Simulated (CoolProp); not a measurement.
A single-stage vapour-compression cycle with the fluid: evaporating at 279.15 K (dew point), condensing at 311.15 K (bubble point), superheat 0 K, subcooling 0 K, compressor efficiency 0.7, no pressure losses. The same conditions are run with several fluids, on thermodynamics alone (safety and materials aside).

Model: reference Helmholtz-energy equation of state of each fluid (sulfur dioxide: Gao 2016; the fluoroketone C6F12O (FK-5-1-12): McLinden 2015; n-perfluorobutane: Gao 2022; R507A: Lemmon 2003; R1132(E): Akasaka 2024; vinyl chloride: Thol 2022), in CoolProp. Blends and air are pseudo-pure fits.

```csv
fluid,cooling COP,pressure ratio,discharge temperature (K),refrigerating effect (kJ/kg),volumetric capacity (kJ/m³)
sulfur dioxide,5.43,3.00,376.5,___,1880
the fluoroketone C6F12O (FK-5-1-12),4.74,4.01,311.2,64.7,___
n-perfluorobutane,4.51,2.87,311.1,58.4,___
R507A,4.61,2.37,___,108,4220
R1132(E),4.83,2.34,331.8,183,5900
vinyl chloride,5.48,2.67,343.6,290,1760
```

Task: Complete the blanks.

Result: 
- sulfur dioxide, refrigerating effect (kJ/kg): 330
- the fluoroketone C6F12O (FK-5-1-12), volumetric capacity (kJ/m³): 152
- n-perfluorobutane, volumetric capacity (kJ/m³): 881
- R507A, discharge temperature (K): 320.3

The compression ends wet for: the fluoroketone C6F12O (FK-5-1-12); n-perfluorobutane.
